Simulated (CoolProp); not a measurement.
Vapour-liquid equilibrium of carbon dioxide (1) + dimethyl ether (2) at -21.95 °C; x and y are mole fractions of (1).

Computed with CoolProp (multi-fluid Helmholtz-energy mixture model, Span 1996 and Wu 2011; pair parameters Bell 2016).

Question: Give the bubble pressure and the first vapour's composition at x = 0.2, 0.65, 0.95. Is there an azeotrope?

Answer: x = 0.2: 356.3 kPa, y = 0.728; x = 0.65: 1119 kPa, y = 0.958; x = 0.95: 1744 kPa, y = 0.996. No azeotrope shows between x = 0.05 and 0.95.

The pair parameters rest on a limited set of measurements; away from them the model extrapolates.
